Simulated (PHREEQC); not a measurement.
Dissolve 5.5 mmol/kgw Na2SeO3, 12 mmol/kgw H2SO4 and 6.8 mmol/kgw CaCl2 at 25 °C. Closed to the air; pH follows from the charge balance.

The numbers come from PHREEQC with the ion-association model, wateq4f.dat.

This is a speciation only: nothing precipitates in the calculation.

**Question.** Order these Ca species by the share of Ca that they hold, largest first: Ca+2, CaSO4, CaHSO4+.

**Answer.** Ca+2 (75 %), CaSO4 (23 %), CaHSO4+ (1.5 %)

The pH is 2.04 and the ionic strength 0.0435 mol/kgw.
